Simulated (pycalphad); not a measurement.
An equivalent pycalphad script:

```python
from pycalphad import Database, equilibrium, calculate, variables as v
import numpy as np
db = Database('COST507.tdb')
comps = ['TI', 'HF', 'B', 'VA']
phases = ['B2M', 'B2TI', 'B4M3', 'B4TI3', 'BCC_A2', 'BETA_RHOMBO_B', 'BM', 'BTI', 'HCP_A3', 'LIQUID']
eq = equilibrium(db, comps, phases, {v.X('HF'): 0.033, v.X('B'): 0.0704, v.T: np.arange(2850, 499, -75), v.P: 101325, v.N: 1}, output=['HM', 'SM'])
```

CALPHAD calculation (pycalphad, COST 507 light-alloy database (1999)), 1 atm. The database dates from 1999; later assessments differ in places, in temperatures and in the compounds included. Amounts are mole fractions of atoms. Diffusion is slow at the low end, where real alloys seldom reach equilibrium.

Results at three of the temperatures:

```
T = 1725.00 K, P = 101325 Pa, N = 1 mol of atoms
G = -111089 J/mol, H = 35524 J/mol, S = 84.99 J/(mol K)  (SER reference)
chemical potentials (J/mol): Ti -101740, Hf -175316, B -200048
phase             fraction      x(Ti)      x(Hf)       x(B)
BCC_A2              0.8628     0.9602     0.0377     0.0021
BM                  0.1372     0.4963     0.0037     0.5000
```

```
T = 1650.00 K, P = 101325 Pa, N = 1 mol of atoms
G = -104771 J/mol, H = 32971 J/mol, S = 83.48 J/(mol K)  (SER reference)
chemical potentials (J/mol): Ti -95285, Hf -165330, B -197193
phase             fraction      x(Ti)      x(Hf)       x(B)
BCC_A2              0.8626     0.9603     0.0377     0.0020
BM                  0.1374     0.4965     0.0035     0.5000
```

```
T = 525.00 K, P = 101325 Pa, N = 1 mol of atoms
G = -29152 J/mol, H = -5344 J/mol, S = 45.35 J/(mol K)  (SER reference)
chemical potentials (J/mol): Ti -18131, Hf -31485, B -168417
phase             fraction      x(Ti)      x(Hf)       x(B)
HCP_A3              0.8593     0.9616     0.0383   7.43e-05
BM                  0.1407     0.4995   0.000541     0.5000
```

Changes of the phase set, refined by bisection:

| T (°C) | phases above | phases below |
|---|---|---|
| 1544.9 | liquid | BM + liquid |
| 1541.4 | BM + liquid | bcc + BM |
| 856.7 | bcc + BM | bcc + BM + hcp |
| 850.0 | bcc + BM + hcp | BM + hcp |

Database names, with the compositions (at.%) that they take in these runs: BM: Ti 50 B 50. BCC_A2 is bcc; HCP_A3 is hcp.
